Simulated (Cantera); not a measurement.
Charge: 1 mol Si₃N₄, 0.011 mol O₂, 5.8 mol N₂, 0.44 mol CO₂, equilibrated at 21.0 Pa.

These are equilibrium values from Cantera (NASA tables, ideal gas, pure condensed phases), not measurements of a reactor. Candidate condensed phases: C, Si, SiC, SiO₂, Si₂N₂O, Si₃N₄; 34 gas species. Mutual solubility and eutectic melting of coexisting phases are not modelled. Rates play no part.

Q: What share of the Si ends up in condensed phases as a function of T (°C), at 700, 800, 900, 1000, 1100, 1200, 1300, 1400, 1500, 1600, 1700, 1800?

A: 
```csv
T (°C),Si condensed (%),as
700,100.0,Si₂N₂O(s) + Si₃N₄(s)
800,100.0,Si₂N₂O(s) + Si₃N₄(s)
900,100.0,SiC(s) + Si₂N₂O(s) + Si₃N₄(s)
1000,100.0,SiC(s) + Si₂N₂O(s) + Si₃N₄(s)
1100,100.0,SiC(s) + Si₂N₂O(s) + Si₃N₄(s)
1200,99.8,SiC(s) + Si₂N₂O(s) + Si₃N₄(s)
1300,95.2,SiC(s) + Si₂N₂O(s) + Si₃N₄(s)
1400,70.7,Si(s) + SiC(s)
1500,69.2,Si(l) + SiC(s)
1600,60.5,Si(l) + SiC(s)
1700,20.3,Si(l) + SiC(s)
1800,0.0,-
```
